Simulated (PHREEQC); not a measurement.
A PHREEQC speciation (ion-association model, wateq4f.dat) at 25 °C gives pH 5.34 and these molalities:

| species | mol/kgw |
|---|---|
| Zn+2 | 0.111 |
| ZnSO4 | 0.0854 |
| SO4-2 | 0.0718 |
| Cl- | 0.0500 |
| Na+ | 0.0500 |
| Zn(SO4)2-2 | 0.0397 |
| NaSO4- | 0.00378 |
| ZnCl+ | 0.00369 |
| Cu+2 | 0.000557 |
| CuSO4 | 0.000373 |
| ZnCl2 | 7.22e-5 |
| CuCl+ | 1.85e-5 |
| HSO4- | 9.81e-6 |
| ZnOH+ | 9.03e-6 |
| H+ | 5.97e-6 |
| ZnOHCl | 5.73e-6 |
| ZnCl3- | 4.50e-6 |
| CuOH+ | 4.66e-7 |
| ZnCl4-2 | 2.19e-7 |
| CuCl2 | 1.86e-7 |
| Cu2(OH)2+2 | 1.39e-7 |
| Cu(OH)2 | 1.23e-7 |

Question: What are the element totals, and what could have been dissolved in 1 kg of water to give them?

Answer: This is not unique; one that fits is totals Cl 0.0539, Cu(2) 0.000950, Na 0.0537, S(6) 0.241, Zn 0.240 mol/kgw, from 0.24 mol/kgw ZnSO4, 0.00095 mol/kgw CuCl2, 0.00087 mol/kgw Na2SO4 and 0.052 mol/kgw NaCl.

No solid was allowed to form. Species that the database lacks are ignored.
